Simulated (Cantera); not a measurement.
**Thermodynamics of chlorosilane synthesis and conversion, feed SiCl₄ + Cl₂ + H₂**

Feed: 1 mol SiCl₄, 1.2 mol Cl₂, 1.8 mol H₂, held at 6.90 bar.

These are equilibrium values from Cantera (NASA tables, ideal gas, pure condensed phases), not measurements of a reactor. Candidate condensed phases: Si; 19 gas species. The tables' values for SiCl₃ are old estimates; treat these amounts as uncertain. Kinetics and transport are ignored.

```json
[
 {"T (K)": "550", "x HCl": "0.600", "x SiCl₄": "0.250", "x H₂": "0.150", "x SiCl₃": "<1e-12", "x SiHCl₃": "4.73e-7", "x SiCl₂": "<1e-12", "x SiH₂Cl₂": "<1e-12"},
 {"T (K)": "625", "x HCl": "0.600", "x SiCl₄": "0.250", "x H₂": "0.150", "x SiCl₃": "2.23e-11", "x SiHCl₃": "3.02e-6", "x SiCl₂": "<1e-12", "x SiH₂Cl₂": "1.97e-12"},
 {"T (K)": "700", "x HCl": "0.600", "x SiCl₄": "0.250", "x H₂": "0.150", "x SiCl₃": "8.65e-10", "x SiHCl₃": "1.28e-5", "x SiCl₂": "<1e-12", "x SiH₂Cl₂": "4.29e-11"},
 {"T (K)": "775", "x HCl": "0.600", "x SiCl₄": "0.250", "x H₂": "0.150", "x SiCl₃": "1.63e-8", "x SiHCl₃": "4.04e-5", "x SiCl₂": "<1e-12", "x SiH₂Cl₂": "5.04e-10"},
 {"T (K)": "850", "x HCl": "0.600", "x SiCl₄": "0.250", "x H₂": "0.150", "x SiCl₃": "1.82e-7", "x SiHCl₃": "0.000104", "x SiCl₂": "9.44e-12", "x SiH₂Cl₂": "3.78e-9"},
 {"T (K)": "925", "x HCl": "0.600", "x SiCl₄": "0.250", "x H₂": "0.150", "x SiCl₃": "1.36e-6", "x SiHCl₃": "0.000226", "x SiCl₂": "2.96e-10", "x SiH₂Cl₂": "2.02e-8"},
 {"T (K)": "1000", "x HCl": "0.600", "x SiCl₄": "0.250", "x H₂": "0.150", "x SiCl₃": "7.50e-6", "x SiHCl₃": "0.000438", "x SiCl₂": "5.46e-9", "x SiH₂Cl₂": "8.29e-8"},
 {"T (K)": "1075", "x HCl": "0.601", "x SiCl₄": "0.249", "x H₂": "0.149", "x SiCl₃": "3.23e-5", "x SiHCl₃": "0.000769", "x SiCl₂": "6.63e-8", "x SiH₂Cl₂": "2.78e-7"},
 {"T (K)": "1150", "x HCl": "0.601", "x SiCl₄": "0.249", "x H₂": "0.149", "x SiCl₃": "0.000114", "x SiHCl₃": "0.00125", "x SiCl₂": "5.74e-7", "x SiH₂Cl₂": "7.87e-7"},
 {"T (K)": "1225", "x HCl": "0.602", "x SiCl₄": "0.248", "x H₂": "0.148", "x SiCl₃": "0.000344", "x SiHCl₃": "0.00190", "x SiCl₂": "3.77e-6", "x SiH₂Cl₂": "1.94e-6"},
 {"T (K)": "1300", "x HCl": "0.603", "x SiCl₄": "0.246", "x H₂": "0.147", "x SiCl₃": "0.000904", "x SiHCl₃": "0.00273", "x SiCl₂": "1.97e-5", "x SiH₂Cl₂": "4.26e-6"},
 {"T (K)": "1375", "x HCl": "0.605", "x SiCl₄": "0.244", "x H₂": "0.145", "x SiCl₃": "0.00211", "x SiHCl₃": "0.00372", "x SiCl₂": "8.42e-5", "x SiH₂Cl₂": "8.43e-6"},
 {"T (K)": "1450", "x HCl": "0.608", "x SiCl₄": "0.240", "x H₂": "0.142", "x SiCl₃": "0.00446", "x SiHCl₃": "0.00483", "x SiCl₂": "0.000302", "x SiH₂Cl₂": "1.51e-5"},
 {"T (K)": "1525", "x HCl": "0.613", "x SiCl₄": "0.233", "x H₂": "0.138", "x SiCl₃": "0.00852", "x SiHCl₃": "0.00594", "x SiCl₂": "0.000924", "x SiH₂Cl₂": "2.43e-5"}
]
```
x: gas mole fraction; nothing condenses.

From 550 K to 1525 K nothing is condensed. The main Si-bearing gas is SiCl₄ throughout.
